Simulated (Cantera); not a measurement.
Standard-state values (1 bar) from the NASA 1993 polynomials, evaluated with Cantera. Values are per mole of reaction as written; species without (g) are pure solids or liquids, kept so even where they would boil at 1 bar.

Task: Between 300 and 1823 K, where is each reaction favourable under standard conditions?
- Cr₂N + 6 O(g) ⇌ N(g) + 2 CrO₃(g)
- Cr + 3 N₂O(g) ⇌ CrO₃(g) + 6 N(g)

Result: 
- Cr₂N + 6 O(g) ⇌ N(g) + 2 CrO₃(g): ΔG° is -1379 kJ at 300 K and -770 kJ at 1823 K; it stays negative (K > 1). ΔH° is -1550 kJ and ΔS° -427 J/K at 1823 K.
- Cr + 3 N₂O(g) ⇌ CrO₃(g) + 6 N(g): ΔG° is 2148 kJ at 300 K and 1342 kJ at 1823 K; it stays positive (K < 1). ΔH° is 2307 kJ and ΔS° 529 J/K at 1823 K.
